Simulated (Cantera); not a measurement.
Charge: 1 mol MgO, 3.7 mol CO, 6.7 mol H2, held at 1950 K and 10.0 Torr.

Equilibrium computed with Cantera from the NASA thermochemical tables; the gas is ideal and each condensed phase is pure. Candidate condensed phases: C, C6H6, C7H8, C8H18, H2O, Mg, MgCO3, MgO, Mg(OH)2; 116 gas species. The tables' values for MgH are old estimates; treat these amounts as uncertain. Rates play no part.

Base state: H2 0.608, CO 0.345, Mg 0.0194, H2O 0.0172, H 0.00774, CO2 0.00222, MgOH 3.48e-5, MgH 2.63e-5 (mole fractions); condensed: MgO(s).

What changes in the equilibrium state with this change: MgO replaced by TiO2?


| species | before | after |
|---|---|---|
| H2 | 0.608 | 0.610 |
| CO | 0.345 | 0.351 |
| H2O | 0.0172 | 0.0282 |
| Mg | 0.0194 | 0 |
| MgOH | 3.48e-5 | 0 |
| MgH | 2.63e-5 | 0 |
| CO2 | 0.00222 | 0.00369 |
| MgO(s), mol | 0.793 | 0 |
| Ti3O5(s), mol | 0 | 0.333 |
Further candidate phases: Ti, TiC, TiO, TiO2, Ti2O3, Ti3O5, Ti4O7.
